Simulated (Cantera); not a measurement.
Input: 1 mol Cu, 14 mol H₂O, 11 mol N₂, at 700 °C and 75.0 Torr.

These are equilibrium values from Cantera (NASA tables, ideal gas, pure condensed phases), not measurements of a reactor. Candidate condensed phases: Cu, CuO, Cu(OH)₂, Cu₂O, H₂O; 27 gas species. Kinetics and transport are ignored.

Base state: H₂O 0.560, N₂ 0.440 (mole fractions); condensed: Cu(s) + Cu₂O(s).

Problem. What changes in the equilibrium state with this change: temperature from 700 °C to 1675 °C?

Solution. 
| species | before | after |
|---|---|---|
| H₂O | 0.560 | 0.535 |
| N₂ | 0.440 | 0.426 |
| Cu | <1e-9 | 0.0262 |
| O₂ | <1e-9 | 0.00249 |
| OH | 1.80e-9 | 0.00214 |
| Cu(s), mol | 1.000 | 0 |
| Cu₂O(s), mol | 9.16e-5 | 0 |
| Cu(l), mol | 0 | 0.318 |
